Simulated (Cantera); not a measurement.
Input: 1 mol SiC, 0.015 mol N2O, 13 mol H2, 0.045 mol H2O, at 150000 Pa.

These are equilibrium values from Cantera (NASA tables, ideal gas, pure condensed phases), not measurements of a reactor. Candidate condensed phases: C, C6H6, C7H8, C8H18, H2O, Si, SiC, SiO2, Si2N2O, Si3N4; 151 gas species. Mutual solubility and eutectic melting of coexisting phases are not modelled. The tables hold silica as quartz up to 1696 K and as liquid above; real silica turns to tridymite and cristobalite and melts near 1996 K. Gases not in the tables: Si2H6 and higher silanes. The numbers say what is thermodynamically allowed, not how fast it happens.

Task: Which condensed phases are stable at each of these points (T (K)): 1000, 1075, 1150, 1225, 1300, 1375, 1450, 1525, 1600, 1675, 1750, 1825, 1900, 1975?

Result: 
| T (K) | condensed phases | Si condensed (%) |
|---|---|---|
| 1000 | SiC(s) + SiO2(β-quartz) + Si2N2O(s) | 100.0 |
| 1075 | SiC(s) + SiO2(β-quartz) + Si2N2O(s) | 100.0 |
| 1150 | SiC(s) + SiO2(β-quartz) + Si2N2O(s) | 100.0 |
| 1225 | SiC(s) + SiO2(β-quartz) + Si2N2O(s) | 100.0 |
| 1300 | SiC(s) + SiO2(β-quartz) + Si2N2O(s) | 100.0 |
| 1375 | SiC(s) + SiO2(β-quartz) + Si2N2O(s) | 100.0 |
| 1450 | SiC(s) + SiO2(β-quartz) + Si2N2O(s) | 100.0 |
| 1525 | SiC(s) + SiO2(β-quartz) + Si2N2O(s) | 99.9 |
| 1600 | SiC(s) + SiO2(β-quartz) + Si2N2O(s) | 99.3 |
| 1675 | SiC(s) + Si2N2O(s) | 98.8 |
| 1750 | SiC(s) + Si2N2O(s) | 97.8 |
| 1825 | SiC(s) | 96.9 |
| 1900 | SiC(s) | 96.9 |
| 1975 | SiC(s) | 96.9 |

From 1000 K to 1600 K the condensed part is SiC(s) + SiO2(β-quartz) + Si2N2O(s). From 1675 K to 1750 K the condensed part is SiC(s) + Si2N2O(s). From 1825 K to 1975 K the condensed part is SiC(s).
